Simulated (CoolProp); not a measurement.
Saturation properties of R1336mzz(E) (Tc = 130.4 °C, pc = 2.779 MPa, ω = 0.413).

Model: reference Helmholtz-energy equation of state, Akasaka 2023, in CoolProp.

| T (°C) | p (MPa) | vapour density (kg/m³) | enthalpy of vaporisation (kJ/kg) | liquid cp (kJ/(kg K)) |
|---|---|---|---|---|
| 34.75 | 0.2690 | 19.13 | 139.0 | 1.258 |
| 37.75 | 0.2963 | 21.03 | 137.2 | 1.264 |
| 40.75 | 0.3257 | 23.08 | 135.4 | 1.269 |
| 43.75 | 0.3572 | 25.30 | 133.6 | 1.275 |
| 46.75 | 0.3910 | 27.68 | 131.7 | 1.281 |
| 49.75 | 0.4272 | 30.26 | 129.8 | 1.287 |
| 52.75 | 0.4658 | 33.03 | 127.9 | 1.294 |
| 55.75 | 0.5071 | 36.01 | 125.9 | 1.302 |
| 58.65 | 0.5496 | 39.11 | 123.9 | 1.309 |
| 61.65 | 0.5963 | 42.55 | 121.8 | 1.318 |
| 64.65 | 0.6459 | 46.26 | 119.7 | 1.327 |
| 67.65 | 0.6986 | 50.26 | 117.4 | 1.337 |

It boils at 7.9 °C under 1 atm.
